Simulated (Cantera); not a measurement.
Input: 1 mol LiOH, 1.5 mol H2O, 0.04 mol H2, at 1773.15 K and 10.0 mbar.

Equilibrium computed with Cantera from the NASA thermochemical tables; the gas is ideal and each condensed phase is pure. Candidate condensed phases: H2O, Li, LiH, LiOH, Li2O; 17 gas species. Rates play no part.

Base state: H2O 0.593, LiOH 0.385, H2 0.0141, Li 0.00508, Li2O 0.00100, OH 0.000883, H 0.000338, O2 0.000310 (mole fractions); condensed: gas only.

### Question
What changes in the equilibrium state with this change: temperature from 1773.15 K to 1200 K?

### Answer
```csv
species,before,after
H2O,0.593,0.972
H2,0.0141,0.0195
LiOH,0.385,0.00838
O2,0.000310,<1e-9
LiO,3.23e-5,<1e-9
"Li2O(s), mol",0,0.491
```

### Question
What changes in the equilibrium state with this change: pressure from 10.0 mbar to 0.100 bar?

### Answer
```tsv
species	before	after
H2O	0.593	0.593
LiOH	0.385	0.388
H2	0.0141	0.0150
Li	0.00508	0.00168
O2	0.000310	2.71e-5
O	1.66e-5	1.55e-6
Li2(OH)2	8.91e-5	0.000905
OH	0.000883	0.000270
LiO	3.23e-5	9.96e-6
```

### Question
What changes in the equilibrium state with this change: 0.0032 mol HCl added?

### Answer
```csv
species,before,after
H2O,0.593,0.594
LiOH,0.385,0.383
H2,0.0141,0.0141
LiCl,0,0.00125
Li2O,0.00100,0.000994
Li2(OH)2,8.91e-5,8.84e-5
```
Further candidate phases: LiCl.
